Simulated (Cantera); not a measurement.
## Iron carbonyl, mercury and lead vapours: PbO + N₂

Charge: 1 mol PbO, 11 mol N₂, held at 0.0100 bar.

Cantera equilibrium calculation (NASA polynomials, part measured and part estimated; ideal gas, pure solids and liquids). Candidate condensed phases: Pb, PbO, PbO₂, Pb₃O₄; 12 gas species. Equilibrium is a limit: real reactors are often held back by kinetics, nucleation or transport.

From 550 K to 750 K the condensed part is PbO(red). From 800 K to 1150 K the condensed part is PbO(yellow). At 1200 K the condensed part is PbO(l).

| T (K) | x N₂ | x PbO | x Pb | x O₂ | n PbO(red) | n PbO(yellow) | n PbO(l) |
|---|---|---|---|---|---|---|---|
| 550 | 1.00 | <1e-12 | <1e-12 | <1e-12 | 1.00 | 0 | 0 |
| 600 | 1.00 | <1e-12 | <1e-12 | <1e-12 | 1.00 | 0 | 0 |
| 650 | 1.00 | <1e-12 | <1e-12 | <1e-12 | 1.00 | 0 | 0 |
| 700 | 1.00 | 1.66e-11 | 5.43e-12 | 2.20e-12 | 1.00 | 0 | 0 |
| 750 | 1.00 | 4.19e-10 | 1.19e-10 | 5.22e-11 | 1.00 | 0 | 0 |
| 800 | 1.00 | 7.00e-9 | 1.77e-9 | 8.14e-10 | 0 | 1.00 | 0 |
| 850 | 1.00 | 8.33e-8 | 1.92e-8 | 9.05e-9 | 0 | 1.000 | 0 |
| 900 | 1.000 | 7.46e-7 | 1.59e-7 | 7.63e-8 | 0 | 1.000 | 0 |
| 950 | 1.000 | 5.28e-6 | 1.05e-6 | 5.10e-7 | 0 | 1.000 | 0 |
| 1000 | 1.000 | 3.05e-5 | 5.74e-6 | 2.80e-6 | 0 | 1.000 | 0 |
| 1050 | 1.000 | 0.000148 | 2.66e-5 | 1.31e-5 | 0 | 0.998 | 0 |
| 1100 | 0.999 | 0.000619 | 0.000107 | 5.26e-5 | 0 | 0.992 | 0 |
| 1150 | 0.997 | 0.00228 | 0.000378 | 0.000187 | 0 | 0.971 | 0 |
| 1200 | 0.991 | 0.00682 | 0.00113 | 0.000561 | 0 | 0 | 0.912 |
x: gas mole fraction; n: condensed amount in mol.
